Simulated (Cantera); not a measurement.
A closed system holds: 1 mol n-butane, 0.21 mol O₂, 0.6 mol H₂, equilibrated at 2102 °C and 1000 Pa.

Cantera equilibrium calculation (NASA polynomials, part measured and part estimated; ideal gas, pure solids and liquids). Candidate condensed phases: C, C₆H₆, C₇H₈, C₈H₁₈, H₂O; 110 gas species. Kinetics and transport are ignored.

Base state: H₂ 0.803, H 0.126, CO 0.0654, C₂H₂ (acetylene) 0.00499, C₂H 4.26e-5, C₄H₂ 1.27e-5 (mole fractions); condensed: C(graphite).

Q: What changes in the equilibrium state with this change: temperature from 2102 °C to 1877 °C?

A: 
```
species            before    after
----------------  -------  -------
H₂                  0.803    0.890
CO                 0.0654   0.0684
H                   0.126   0.0398
C₂H₂ (acetylene)  0.00499  0.00172
C₂H               4.26e-5  2.32e-6
C₄H₂              1.27e-5  1.36e-6
C(graphite), mol     3.51     3.56
```

Q: What changes in the equilibrium state with this change: temperature from 2102 °C to 727 °C?

A: 
```json
[
 {"species": "H₂", "before": "0.803", "after": "0.929"},
 {"species": "CO", "before": "0.0654", "after": "0.0695"},
 {"species": "CH₄", "before": "1.20e-6", "after": "0.000825"},
 {"species": "H", "before": "0.126", "after": "2.19e-8"},
 {"species": "C₂H₂ (acetylene)", "before": "0.00499", "after": "1.06e-9"},
 {"species": "C₂H", "before": "4.26e-5", "after": "<1e-9"},
 {"species": "CO₂", "before": "<1e-9", "after": "2.74e-5"},
 {"species": "H₂O", "before": "1.77e-8", "after": "0.000255"},
 {"species": "C₄H₂", "before": "1.27e-5", "after": "<1e-9"},
 {"species": "C(graphite), mol", "before": "3.51", "after": "3.58"}
]
```

Q: What changes in the equilibrium state with this change: O₂ from 0.21 to 0.01 mol?

A: 
| species | before | after |
|---|---|---|
| H₂ | 0.803 | 0.860 |
| H | 0.126 | 0.131 |
| C₂H₂ (acetylene) | 0.00499 | 0.00534 |
| CO | 0.0654 | 0.00333 |
| C₄H₂ | 1.27e-5 | 1.36e-5 |
| C₂H | 4.26e-5 | 4.41e-5 |
| C(graphite), mol | 3.51 | 3.91 |
